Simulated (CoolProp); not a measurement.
C3F8 (R218) along the isobar 1.3 MPa: Z from the reference equation and from simpler models built on Tc = 71.9 °C, pc = 2.640 MPa, ω = 0.317; each cubic takes its own stable root.

Computed with CoolProp (reference Helmholtz-energy equation of state, Lemmon 2006). It is a short technical equation, of lower accuracy than the large ones.

```csv
T (°C),phase,reference,Redlich-Kwong,Soave-Redlich-Kwong,Peng-Robinson
16.95,liquid,0.07357,0.08514,0.07996,0.07051
25.65,liquid,0.07414,0.08726,0.08164,0.07200
34.25,liquid,0.07529,0.6964,0.08441,0.07446
42.95,gas,0.6973,0.7312,0.7114,0.6921
51.55,gas,0.7407,0.7589,0.7472,0.7285
60.25,gas,0.7739,0.7824,0.7766,0.7583
68.95,gas,0.8004,0.8023,0.8010,0.7833
77.55,gas,0.8220,0.8194,0.8216,0.8044
86.25,gas,0.8405,0.8345,0.8396,0.8228
94.85,gas,0.8561,0.8477,0.8552,0.8388
103.55,gas,0.8698,0.8596,0.8691,0.8531
112.25,gas,0.8818,0.8702,0.8814,0.8658
120.85,gas,0.8923,0.8796,0.8922,0.8771
129.55,gas,0.9017,0.8883,0.9021,0.8873
138.15,gas,0.9101,0.8960,0.9108,0.8965
146.85,gas,0.9177,0.9031,0.9189,0.9049
```

At some of these states Redlich-Kwong gives the other phase, because its saturation line lies elsewhere.
